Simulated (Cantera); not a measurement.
A perfectly stirred reactor is fed with H2 : O2 : N2 = 0.97 : 1 : 0.91 (molar parts), equivalence ratio 0.48, at 750 Torr; it is held at 1250 K, and followed from long to short residence time.

Cantera simulation using the H2/O2 subset of GRI-Mech 3.0, which has no nitrogen chemistry; the numbers are that mechanism's predictions, not measurements. The temperature is held fixed by assumption; the heat of reaction is taken as removed at once.

One state of this run: x H2 = 0.00140; x O2 = 0.215; x H = 6.86e-6; x O = 3.10e-5; x OH = 0.000186; x HO2 = 5.45e-5. x: mole fraction; the columns are a selection and need not sum to one.

Q: Which value of τ (s) does it belong to?
A. 0.012
B. 0.00087
C. 0.068
D. 0.39

A: C, 0.068
